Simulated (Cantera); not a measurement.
Feed: 1 mol SiO2, 2.2 mol MgO, 1.8 mol N2, equilibrated at 1952 °C.

These are equilibrium values from Cantera (NASA tables, ideal gas, pure condensed phases), not measurements of a reactor. Candidate condensed phases: Mg, MgO, MgSiO3, Mg2SiO4, Si, SiO2, Si2N2O, Si3N4; 20 gas species. Mutual solubility and eutectic melting of coexisting phases are not modelled. Condensed phases not in the tables: alloys, solid solutions and most ternary compounds. The numbers say what is thermodynamically allowed, not how fast it happens.

**Question.** What share of the Si ends up in condensed phases as a function of P (Pa), at 10, 42, 180, 750, 3200, 13000, 56000, 240000, 1000000?

**Answer.** 
```csv
P (Pa),Si condensed (%),as
10,0.0,-
42,89.8,Mg2SiO4(l)
180,98.3,Mg2SiO4(l)
750,99.6,Mg2SiO4(l)
3200,99.9,Mg2SiO4(l)
13000,100.0,Mg2SiO4(l)
56000,100.0,Mg2SiO4(l)
240000,100.0,Mg2SiO4(l)
1000000,100.0,Mg2SiO4(l)
```
